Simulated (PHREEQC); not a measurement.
Consider water at 85 °C with 140 mmol/kgw CdCl2 and 40 mmol/kgw NaCl. Closed to the air; pH follows from the charge balance.

Model: ion-association model, phreeqc.dat, run in PHREEQC.

This is a speciation only: nothing precipitates in the calculation.

Problem. Estimate the pH.

Solution. pH 5.06.

Problem. In which forms is Cd present?

Solution. CdCl+ 60 %, CdCl2 22 %, Cd+2 13 %, CdCl3- 4.6 % of the Cd.

Away from 25 °C the constants follow the database's enthalpies or fits; those with neither stay at their 25 °C values.
